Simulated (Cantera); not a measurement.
An isothermal, constant-pressure homogeneous reactor starts with CH₄ : O₂ : N₂ = 0.0026 : 0.049 : 1 (molar parts), at 900 K and 4.34 atm. Integrator tolerance rtol = 1e-08.

Cantera simulation using GRI-Mech 3.0 (53 species, 325 reactions); the numbers are that mechanism's predictions, not measurements. Below about 1000 K GRI-Mech 3.0 lacks low-temperature oxidation paths.

Task: What does this change do: temperature 900 to 1500 K?

Result: 
```
quantity                                            before                                     after
-----------------  ---------------------------------------  ----------------------------------------
x(CH₄) at 6.00 s   0.000456 (gas-phase equilibrium <1e-12)     <1e-12 (gas-phase equilibrium <1e-12)
x(O₂) at 6.00 s      0.0434 (gas-phase equilibrium 0.0416)     0.0416 (gas-phase equilibrium 0.0413)
x(NO) at 6.00 s     <1e-12 (gas-phase equilibrium 4.54e-6)  7.47e-7 (gas-phase equilibrium 0.000599)
x(H₂O) at 6.00 s   0.00394 (gas-phase equilibrium 0.00494)   0.00494 (gas-phase equilibrium 0.00494)
x(HCN) at 6.00 s     <1e-12 (gas-phase equilibrium <1e-12)     <1e-12 (gas-phase equilibrium <1e-12)
x(C₂H₂) at 6.00 s   2.13e-7 (gas-phase equilibrium <1e-12)     <1e-12 (gas-phase equilibrium <1e-12)
```

Task: What does this change do: N2 1 to 6.1 parts?

Result: 
```tsv
quantity	before	after
x(CH₄) at 6.00 s	0.000456 (gas-phase equilibrium <1e-12)	0.000422 (gas-phase equilibrium <1e-12)
x(O₂) at 6.00 s	0.0434 (gas-phase equilibrium 0.0416)	0.00797 (gas-phase equilibrium 0.00712)
x(NO) at 6.00 s	<1e-12 (gas-phase equilibrium 4.54e-6)	<1e-12 (gas-phase equilibrium 1.92e-6)
x(H₂O) at 6.00 s	0.00394 (gas-phase equilibrium 0.00494)	1.89e-7 (gas-phase equilibrium 0.000845)
x(HCN) at 6.00 s	<1e-12 (gas-phase equilibrium <1e-12)	<1e-12 (gas-phase equilibrium <1e-12)
x(C₂H₂) at 6.00 s	2.13e-7 (gas-phase equilibrium <1e-12)	<1e-12 (gas-phase equilibrium <1e-12)
```
